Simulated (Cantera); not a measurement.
Input: 1 mol CO2, 0.35 mol O2, held at 0.100 bar.

Method: chemical equilibrium by Gibbs-energy minimisation in Cantera with the NASA 1993 tables (ideal gas, pure condensed phases). Candidate condensed phases: C; 12 gas species. Equilibrium is a limit: real reactors are often held back by kinetics, nucleation or transport.

log p: log10 of the partial pressure in bar; nothing condenses.

| T (°C) | log p CO2 | log p O2 | log p CO | log p O |
|---|---|---|---|---|
| 752 | -1.13 | -1.59 | -10.19 | -10.27 |
| 852 | -1.13 | -1.59 | -8.91 | -9.13 |
| 952 | -1.13 | -1.59 | -7.85 | -8.17 |
| 1052 | -1.13 | -1.59 | -6.94 | -7.35 |
| 1152 | -1.13 | -1.59 | -6.16 | -6.65 |
| 1252 | -1.13 | -1.59 | -5.49 | -6.04 |
| 1352 | -1.13 | -1.59 | -4.90 | -5.50 |
| 1452 | -1.13 | -1.59 | -4.38 | -5.03 |
| 1552 | -1.13 | -1.59 | (withheld) | (withheld) |
| 1652 | -1.13 | -1.58 | (withheld) | (withheld) |
| 1752 | -1.14 | -1.58 | -3.13 | -3.88 |
| 1852 | -1.14 | -1.58 | -2.81 | -3.57 |
| 1952 | -1.16 | -1.57 | -2.52 | -3.29 |
| 2052 | -1.18 | -1.56 | -2.26 | -3.02 |

Complete the blanks.


- 1652, log p CO: -3.50
- 1652, log p O: -4.23
- 1552, log p CO: -3.91
- 1552, log p O: -4.61
